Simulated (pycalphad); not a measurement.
Mo-Ti solution, phase liquid, at 2377 °C; mixing quantities and activities refer to the pure elements in the same phase at that temperature, stable or not. Over part of the range this solution is metastable.

Computed with pycalphad from the COST 507 light-alloy database (1999), at 1 atm. These are 1990s assessments: newer ones move some temperatures and phases.

| x(Ti) | ΔH mix (kJ/mol) | ΔG mix (kJ/mol) | excess S (J/mol/K) | a(Mo) | a(Ti) |
|---|---|---|---|---|---|
| 0.02 | -0.18 | -2.23 | -0.04 | 0.980 | 0.0170 |
| 0.05 | ? | ? | -0.10 | ? | ? |
| 0.1 | -0.81 | -7.50 | -0.18 | 0.898 | 0.0873 |
| 0.2 | -1.44 | -11.62 | -0.32 | 0.795 | 0.180 |
| 0.3 | -1.89 | -14.24 | -0.42 | 0.690 | 0.276 |
| 0.4 | -2.16 | -15.72 | -0.48 | 0.584 | 0.377 |
| 0.5 | -2.25 | -16.20 | -0.50 | 0.479 | 0.479 |
| 0.6 | -2.16 | -15.72 | -0.48 | 0.377 | 0.584 |
| 0.7 | -1.89 | -14.24 | -0.42 | 0.276 | 0.690 |
| 0.8 | -1.44 | -11.62 | -0.32 | 0.180 | 0.795 |
| 0.9 | -0.81 | -7.50 | -0.18 | 0.0873 | 0.898 |
| 0.95 | ? | ? | -0.10 | ? | ? |
| 0.98 | -0.18 | -2.23 | -0.04 | 0.0170 | 0.980 |

Question: Complete the blanks.

Answer: 
- 0.05, ΔH mix (kJ/mol): -0.43
- 0.05, ΔG mix (kJ/mol): -4.55
- 0.05, a(Mo): 0.950
- 0.05, a(Ti): 0.0430
- 0.95, ΔH mix (kJ/mol): -0.43
- 0.95, ΔG mix (kJ/mol): -4.55
- 0.95, a(Mo): 0.0430
- 0.95, a(Ti): 0.950
